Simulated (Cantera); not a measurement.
Gas mixture: CH3OH : CH4 : NH3 : H2O = 0.55 : 0.5 : 0.5 : 0.24 (molar parts), at 0.00130 bar, frozen composition.

Cantera's kinetic-theory transport with the Lennard-Jones parameters of GRI-Mech 3.0, ideal gas; thermal conductivity in the multicomponent form. Polar gases are described roughly by these parameters. The composition is frozen, though it would react at the higher temperatures.

D: mixture-averaged diffusion coefficient of that species in the mixture.

| T (K) | ρ (kg/m³) | cp (J/kg/K) | μ (µPa s) | λ (mW/m/K) | Pr | D (cm²/s) H2 | D (cm²/s) NO | D (cm²/s) C2H2 |
|---|---|---|---|---|---|---|---|---|
| 400 | 0.000840 | 1977 | 13.8 | 40.1 | 0.682 | 949 | 258 | ? |
| 650 | 0.000517 | 2577 | 21.9 | 80.8 | 0.697 | 2200 | 617 | ? |
| 900 | 0.000374 | 3054 | 29.1 | 125 | 0.708 | 3810 | 1090 | ? |
| 1150 | 0.000292 | 3446 | 35.6 | 171 | 0.715 | 5750 | 1650 | ? |
| 1400 | 0.000240 | 3741 | 41.5 | 216 | 0.720 | 7980 | 2300 | ? |
| 1650 | 0.000204 | 3969 | 47.0 | 258 | 0.723 | 10500 | 3030 | ? |
| 1900 | 0.000177 | 4144 | 52.1 | 298 | 0.725 | 13200 | 3830 | ? |
| 2150 | 0.000156 | 4279 | 56.9 | 336 | 0.726 | 16300 | 4710 | ? |
| 2400 | 0.000140 | 4386 | 61.5 | 371 | 0.727 | 19500 | 5660 | ? |

### Question
Complete the blanks.

### Answer

- 400, D (cm²/s) C2H2: 203
- 650, D (cm²/s) C2H2: 502
- 900, D (cm²/s) C2H2: 897
- 1150, D (cm²/s) C2H2: 1380
- 1400, D (cm²/s) C2H2: 1930
- 1650, D (cm²/s) C2H2: 2550
- 1900, D (cm²/s) C2H2: 3240
- 2150, D (cm²/s) C2H2: 3980
- 2400, D (cm²/s) C2H2: 4790
